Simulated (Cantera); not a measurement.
Charge: 1 mol SiCl₄, 14 mol N₂, held at 1525 °C and 0.0660 Torr.

Method: chemical equilibrium by Gibbs-energy minimisation in Cantera with the NASA 1993 tables (ideal gas, pure condensed phases). Candidate condensed phases: Si, Si₃N₄; 13 gas species. The tables' values for SiCl₃, SiCl are old estimates; treat these amounts as uncertain. Equilibrium is a limit: real reactors are often held back by kinetics, nucleation or transport.

Base state: N₂ 0.824, Cl 0.117, SiCl₂ 0.0576, SiCl₃ 0.00112, SiCl 0.000132, Si 3.96e-5, SiCl₄ 3.50e-5, Cl₂ 1.22e-5 (mole fractions); condensed: gas only.

Question: What changes in the equilibrium state with this change: temperature from 1525 °C to 1300 °C?

Answer: 
```
species    before    after
-------  --------  -------
N₂          0.824    0.855
Cl          0.117   0.0841
SiCl₂      0.0576   0.0356
SiCl₄     3.50e-5   0.0125
SiCl₃     0.00112   0.0130
Si        3.96e-5  1.10e-8
SiCl     0.000132  1.02e-6
Cl₂       1.22e-5  7.13e-5
```
The tables' values for SiCl₃ are old estimates; treat these amounts as uncertain.

Question: What changes in the equilibrium state with this change: SiCl₄ replaced by SiF₄?

Answer: 
| species | before | after |
|---|---|---|
| N₂ | 0.824 | 0.933 |
| SiF₄ | 0 | 0.0660 |
| F | 0 | 0.000621 |
| Cl | 0.117 | 0 |
| SiCl₂ | 0.0576 | 0 |
| SiCl₃ | 0.00112 | 0 |
| SiF₃ | 0 | 0.000617 |
The tables' values for SiF₃ are old estimates; treat these amounts as uncertain.
